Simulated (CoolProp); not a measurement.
Vapour pressure (MPa) of CH3F (R41): the reference equation beside estimates from Tc = 317.3 K, pc = 5.906 MPa, ω = 0.200. Clausius-Clapeyron is anchored at 239.8 K with a constant enthalpy of vaporisation of 14.08 kJ/mol.

The numbers come from the reference Helmholtz-energy equation of state, Lemmon 2006 in CoolProp. It is a short technical equation, of lower accuracy than the large ones.

```json
[
 {"T (K)": "206.5", "reference": "0.1854", "Lee-Kesler": "0.1817", "Clausius-Clapeyron": "0.2339", "Soave-Redlich-Kwong": "0.1820", "Peng-Robinson": "0.1831"},
 {"T (K)": "217.6", "reference": "0.3080", "Lee-Kesler": "0.3065", "Clausius-Clapeyron": "0.3554", "Soave-Redlich-Kwong": "0.3064", "Peng-Robinson": "0.3061"},
 {"T (K)": "228.7", "reference": "0.4850", "Lee-Kesler": "0.4878", "Clausius-Clapeyron": "0.5185", "Soave-Redlich-Kwong": "0.4877", "Peng-Robinson": "0.4848"},
 {"T (K)": "239.8", "reference": "0.7304", "Lee-Kesler": "0.7396", "Clausius-Clapeyron": "0.7304", "Soave-Redlich-Kwong": "0.7407", "Peng-Robinson": "0.7338"},
 {"T (K)": "250.9", "reference": "1.060", "Lee-Kesler": "1.076", "Clausius-Clapeyron": "0.9983", "Soave-Redlich-Kwong": "1.081", "Peng-Robinson": "1.069"},
 {"T (K)": "262", "reference": "1.489", "Lee-Kesler": "1.514", "Clausius-Clapeyron": "1.329", "Soave-Redlich-Kwong": "1.526", "Peng-Robinson": "1.507"},
 {"T (K)": "273.1", "reference": "2.037", "Lee-Kesler": "2.069", "Clausius-Clapeyron": "1.728", "Soave-Redlich-Kwong": "2.092", "Peng-Robinson": "2.066"},
 {"T (K)": "284.2", "reference": "2.725", "Lee-Kesler": "2.761", "Clausius-Clapeyron": "2.202", "Soave-Redlich-Kwong": "2.797", "Peng-Robinson": "2.767"},
 {"T (K)": "295.3", "reference": "3.577", "Lee-Kesler": "3.614", "Clausius-Clapeyron": "2.754", "Soave-Redlich-Kwong": "3.659", "Peng-Robinson": "3.629"},
 {"T (K)": "306.4", "reference": "4.626", "Lee-Kesler": "4.658", "Clausius-Clapeyron": "3.390", "Soave-Redlich-Kwong": "4.698", "Peng-Robinson": "4.677"}
]
```

Absolute difference from the reference over all 10 rows, mean and median: Lee-Kesler 1.2 and 1.3 %, Clausius-Clapeyron 14.9 and 15.3 %, Soave-Redlich-Kwong 1.8 and 1.9 %, Peng-Robinson 1.0 and 1.2 %.
